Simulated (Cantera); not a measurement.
**Low-pressure radical oxidation in H2/O2**

An isothermal, constant-pressure homogeneous reactor starts with 1.04 % H₂, 23.0 % O₂, 75.9 % N₂, equivalence ratio 0.022, at 1200 K and 0.0168 atm.

Detailed kinetics in Cantera: GRI-Mech 3.0 (53 species, 325 reactions). Radical loss at walls, strong at low pressure, is not modelled.

```json
[
 {"t (s)": "1.00e-6", "x H₂": "0.0104", "x O₂": "0.230", "x H₂O": "<1e-12", "x H₂O₂": "<1e-12", "x H": "2.78e-12"},
 {"t (s)": "5.90e-6", "x H₂": "0.0104", "x O₂": "0.230", "x H₂O": "<1e-12", "x H₂O₂": "<1e-12", "x H": "1.61e-11"},
 {"t (s)": "3.48e-5", "x H₂": "0.0104", "x O₂": "0.230", "x H₂O": "<1e-12", "x H₂O₂": "<1e-12", "x H": "8.67e-11"},
 {"t (s)": "0.000205", "x H₂": "0.0104", "x O₂": "0.230", "x H₂O": "7.54e-11", "x H₂O₂": "<1e-12", "x H": "3.70e-10"},
 {"t (s)": "0.00121", "x H₂": "0.0104", "x O₂": "0.230", "x H₂O": "9.19e-9", "x H₂O₂": "2.12e-12", "x H": "3.91e-9"},
 {"t (s)": "0.00713", "x H₂": "0.00921", "x O₂": "0.229", "x H₂O": "0.000843", "x H₂O₂": "7.28e-9", "x H": "0.000255"},
 {"t (s)": "0.0421", "x H₂": "0.000130", "x O₂": "0.223", "x H₂O": "0.00938", "x H₂O₂": "1.96e-8", "x H": "0.00107"},
 {"t (s)": "0.248", "x H₂": "4.24e-5", "x O₂": "0.225", "x H₂O": "0.0101", "x H₂O₂": "1.78e-8", "x H": "0.000188"},
 {"t (s)": "1.46", "x H₂": "2.84e-6", "x O₂": "0.226", "x H₂O": "0.0104", "x H₂O₂": "6.38e-9", "x H": "3.23e-6"},
 {"t (s)": "8.63", "x H₂": "1.41e-7", "x O₂": "0.226", "x H₂O": "0.0104", "x H₂O₂": "7.29e-10", "x H": "3.65e-8"},
 {"t (s)": "50.9", "x H₂": "1.24e-8", "x O₂": "0.226", "x H₂O": "0.0104", "x H₂O₂": "8.06e-11", "x H": "9.63e-10"},
 {"t (s)": "300", "x H₂": "2.49e-9", "x O₂": "0.226", "x H₂O": "0.0104", "x H₂O₂": "1.77e-11", "x H": "8.78e-11"}
]
```
x: mole fraction; the columns are a selection and need not sum to one.

Equilibrium at this temperature and pressure: H₂ 2.15e-9, O₂ 0.226, H₂O 0.0104, H₂O₂ 1.55e-11, H 7.06e-11 (gas phase only).
